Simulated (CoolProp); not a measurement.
Vapour pressure (MPa) of R1336mzz(E): the reference equation beside estimates from Tc = 130.4 °C, pc = 2.779 MPa, ω = 0.413. Clausius-Clapeyron is anchored at -46.35 °C with a constant enthalpy of vaporisation of 29.52 kJ/mol.

Values from CoolProp's reference Helmholtz-energy equation of state, Akasaka 2023.

```csv
T (°C),reference,Clausius-Clapeyron,Redlich-Kwong,Soave-Redlich-Kwong
-63.15,0.001572,0.001627,0.01075,0.001644
-59.75,0.002083,0.002130,0.01321,0.002162
-56.45,0.002707,0.002744,0.01602,0.002793
-53.05,0.003511,0.003535,0.01940,0.003602
-49.75,0.004475,0.004486,0.02318,0.004570
-46.35,0.005693,0.005693,0.02767,0.005788
-43.05,0.007129,0.007126,0.03265,0.007223
-39.65,0.008913,0.008921,0.03849,0.009003
-36.35,0.01099,0.01103,0.04489,0.01107
-32.95,0.01352,0.01363,0.05232,0.01359
-29.65,0.01643,0.01666,0.06039,0.01648
```

Absolute difference from the reference over all 11 rows, mean and median: Clausius-Clapeyron 1.0 and 0.7 %, Redlich-Kwong 401.7 and 386.0 %, Soave-Redlich-Kwong 2.0 and 1.7 %.
